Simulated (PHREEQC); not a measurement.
Make-up at 25 °C: 0.0061 mol/kgw NiCl2, 0.13 mol/kgw KCl and 0.00017 mol/kgw MnSO4. Closed to the air; pH follows from the charge balance.

Model: ion-association model, wateq4f.dat, run in PHREEQC.

```json
[
 {"quantity": "pH", "before": "6.28", "after": "6.88"},
 {"quantity": "Mn+2 (mol/kgw)", "before": "0.000141", "after": "1.69e-6"},
 {"quantity": "SO4-2 (mol/kgw)", "before": "0.000121", "after": "1.67e-6"},
 {"quantity": "KSO4- (mol/kgw)", "before": "3.49e-5", "after": "1.29e-8"},
 {"quantity": "MnCl+ (mol/kgw)", "before": "2.81e-5", "after": "8.27e-9"},
 {"quantity": "MnSO4 (mol/kgw)", "before": "3.44e-7", "after": "3.58e-10"},
 {"quantity": "SI of Pyrochroite (Mn(OH)2)", "before": "-6.94", "after": "-7.28"}
]
```

Q: Which change was made?
(A) diluted 2-fold with water
(B) NiCl2 replaced by SrCl2 at the same molality
(C) diluted 100-fold with water
(D) NiCl2 left out

A: C, diluted 100-fold with water

This is a speciation only: nothing precipitates in the calculation.
